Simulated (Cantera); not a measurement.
Charge: 1 mol Si, 0.19 mol O2, 7.7 mol H2, 0.22 mol CO2, held at 35.3 Torr.

Method: chemical equilibrium by Gibbs-energy minimisation in Cantera with the NASA 1993 tables (ideal gas, pure condensed phases). Candidate condensed phases: C, C6H6, C7H8, C8H18, H2O, Si, SiC, SiO2; 123 gas species. Mutual solubility and eutectic melting of coexisting phases are not modelled. The tables hold silica as quartz up to 1696 K and as liquid above; real silica turns to tridymite and cristobalite and melts near 1996 K. Kinetics and transport are ignored. All values below are at 1198 K.

Base state: H2 1.000, SiO 1.08e-5 (mole fractions); condensed: Si(s) + SiC(s) + SiO2(β-quartz).

Problem. What changes in the equilibrium state with this change: pressure from 35.3 Torr to 0.00150 Torr?

Solution. 
| species | before | after |
|---|---|---|
| H2 | 1.000 | 0.904 |
| SiO | 1.08e-5 | 0.0939 |
| CO | 7.48e-8 | 0.00235 |
| H | 8.77e-7 | 0.000128 |
| Si(s), mol | 0.370 | 0 |
| SiC(s), mol | 0.220 | 0.200 |
| SiO2(β-quartz), mol | 0.410 | 0 |
